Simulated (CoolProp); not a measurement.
Properties of n-undecane along the isotherm 248.35 °C.

The numbers come from the reference Helmholtz-energy equation of state, Aleksandrov 2011 in CoolProp. It is a short technical equation, of lower accuracy than the large ones.

| p (MPa) | phase | density (kg/m³) | cp (kJ/(kg K)) | cv (kJ/(kg K)) | speed of sound (m/s) | expansivity (1/kK) |
|---|---|---|---|---|---|---|
| 0.199 | gas | 7.880 | 2.657 | 2.568 | 153.6 | 2.739 |
| 0.398 | liquid | 547.7 | 3.117 | 2.653 | 504.0 | 2.028 |
| 0.597 | liquid | 548.6 | 3.113 | 2.653 | 508.3 | 2.003 |
| 0.796 | liquid | 549.5 | 3.110 | 2.652 | 512.6 | 1.978 |
| 0.995 | liquid | 550.4 | 3.107 | 2.652 | 516.8 | 1.955 |
| 1.19 | liquid | 551.3 | 3.104 | 2.652 | 520.8 | 1.933 |
| 1.39 | liquid | 552.1 | 3.101 | 2.652 | 524.9 | 1.911 |
| 1.59 | liquid | 553.0 | 3.098 | 2.652 | 528.9 | 1.890 |
| 1.79 | liquid | 553.8 | 3.095 | 2.651 | 532.9 | 1.869 |
| 1.99 | liquid | 554.6 | 3.092 | 2.651 | 536.8 | 1.850 |
| 2.19 | liquid | 555.4 | 3.089 | 2.651 | 540.6 | 1.831 |
| 2.39 | liquid | 556.2 | 3.087 | 2.651 | 544.4 | 1.812 |
| 2.59 | liquid | 557.0 | 3.084 | 2.651 | 548.2 | 1.795 |
| 2.79 | liquid | 557.7 | 3.082 | 2.651 | 551.9 | 1.777 |
| 2.99 | liquid | 558.5 | 3.080 | 2.651 | 555.5 | 1.761 |
